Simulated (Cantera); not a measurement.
A closed system holds: 1 mol Si3H8, 3.2 mol N2, held at 950 K and 59.3 Torr.

Equilibrium computed with Cantera from the NASA thermochemical tables; the gas is ideal and each condensed phase is pure. Candidate condensed phases: Si, Si3N4; 18 gas species. The feed counts by its element totals alone. N2 is the only nitrogen source here; it is nearly inert below about 1500 K, so the nitride shown seldom forms there in practice. Kinetics and transport are ignored.

Q: What is the equilibrium state?

A: 
| Item | Value |
|---|---|
| x(H2) | 0.769 |
| x(N2) | 0.231 |
| x(NH3) | 2.11e-5 |
| n(Si3N4(s)) | 1.00 mol |
| gas amount | 5.200 mol |
| log10 activity of Si(s) (absent) | -6.72 |
